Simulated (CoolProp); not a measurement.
Vapour-liquid equilibrium of R1234yf (1) + R227EA (2) at 7.61 bar; x and y are mole fractions of (1).

Model: multi-fluid Helmholtz-energy mixture model, Lemmon 2022 and Lemmon 2016; pair parameters Bell 2016, in CoolProp.

```
x     bubble temperature, mixture model (K)  bubble temperature, Raoult's law (K)  y, mixture model  y, Raoult's law
----  -------------------------------------  ------------------------------------  ----------------  ---------------
0.05                                  315.3                                 315.3             0.066            0.071
0.2                                   312.9                                 312.9             0.251            0.266
0.35                                  310.7                                 310.7             0.419            0.440
0.5                                   308.6                                 308.5             0.572            0.594
0.65                                  306.6                                 306.5             0.714            0.732
0.8                                   304.6                                 304.5             0.844            0.855
0.95                                  302.7                                 302.7             0.963            0.966
```

The largest gap from Raoult's law is +0.1 K in bubble temperature, at x = 0.65. No azeotrope shows between x = 0.05 and 0.95.

Pair parameters are fitted to limited data, so mixtures are less certain than the pure fluids.
